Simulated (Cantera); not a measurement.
Cantera run:

```python
import numpy as np
import cantera as ct

gas_names = """
    C CO CO2 C2 C2O C3 C3O2 C4 C5 Mg MgO Mg2 O O2 O3
""".split()
cond_names = """
    C(gr) Mg(cr) Mg(L) MgCO3(s) MgO(s) MgO(L)
""".split()


# ... load() reads the species with a 1 bar reference pressure and builds the phases ...
atoms = {
    'MgO': {'Mg': 1, 'O': 1},
    'CO': {'C': 1, 'O': 1},
}
top_T = {'C(gr)': 4500}  # K; cautious upper limits of use, not melting points


# ... equilibrate(T, P, feed) seeds the gas with the atoms and calls Mixture.equilibrate('TP', solver="vcs", rtol=1e-11, max_steps=5000) ...
results = []
feed = {'MgO': 1, 'CO': 0.91}  # mol
P = 15  # Pa
for T in [1925, 1975, 2025, 2075, 2125, 2175, 2225, 2275, 2325]:
    mix = equilibrate(T, P, feed)
    results.append((T, P, feed, dict(zip(mix.species_names, mix.species_moles))))
    x = sorted(zip(gas.X, gas.species_names), reverse=True)
    print(f"T = {T:g} K  P = {P:g} Pa  gas = {mix.phase_moles(0):.4g} mol")
    print("   x: " + "  ".join(f"{s} {v:.3e}" for v, s in x if v > 0.001))
    print("   condensed (mol): " + ("  ".join(f"{mix.phase(i).name} {mix.phase_moles(i):.4g}"
          for i in range(1, mix.n_phases) if mix.phase_moles(i) > 1e-12) or "none"))
```

Output:

```
T = 1925 K  P = 15 Pa  gas = 0.99 mol
   x: CO 8.388e-01  Mg 8.058e-02  CO2 8.036e-02
   condensed (mol): MgO(s) 0.9202
T = 1975 K  P = 15 Pa  gas = 1.025 mol
   x: CO 7.781e-01  Mg 1.110e-01  CO2 1.101e-01
   condensed (mol): MgO(s) 0.8862
T = 2025 K  P = 15 Pa  gas = 1.073 mol
   x: CO 7.027e-01  Mg 1.489e-01  CO2 1.456e-01  O 1.816e-03
   condensed (mol): MgO(s) 0.84
T = 2075 K  P = 15 Pa  gas = 1.145 mol
   x: CO 6.115e-01  Mg 1.957e-01  CO2 1.831e-01  O 5.628e-03  O2 3.496e-03
   condensed (mol): MgO(s) 0.7752
T = 2125 K  P = 15 Pa  gas = 1.28 mol
   x: CO 5.004e-01  Mg 2.564e-01  CO2 2.106e-01  O 1.636e-02  O2 1.472e-02  MgO 1.389e-03
   condensed (mol): MgO(s) 0.67
T = 2175 K  P = 15 Pa  gas = 1.644 mol
   x: CO 3.556e-01  Mg 3.470e-01  CO2 1.979e-01  O2 5.293e-02  O 4.326e-02  MgO 3.245e-03
   condensed (mol): MgO(s) 0.4241
T = 2225 K  P = 15 Pa  gas = 2.34 mol
   x: Mg 4.224e-01  CO 2.516e-01  CO2 1.374e-01  O2 1.014e-01  O 8.227e-02  MgO 5.001e-03
   condensed (mol): none
T = 2275 K  P = 15 Pa  gas = 2.41 mol
   x: Mg 4.106e-01  CO 2.724e-01  O 1.095e-01  CO2 1.052e-01  O2 9.790e-02  MgO 4.387e-03
   condensed (mol): none
T = 2325 K  P = 15 Pa  gas = 2.483 mol
   x: Mg 3.990e-01  CO 2.884e-01  O 1.406e-01  O2 9.015e-02  CO2 7.809e-02  MgO 3.773e-03
   condensed (mol): none
```

These are equilibrium values from Cantera (NASA tables, ideal gas, pure condensed phases), not measurements of a reactor.
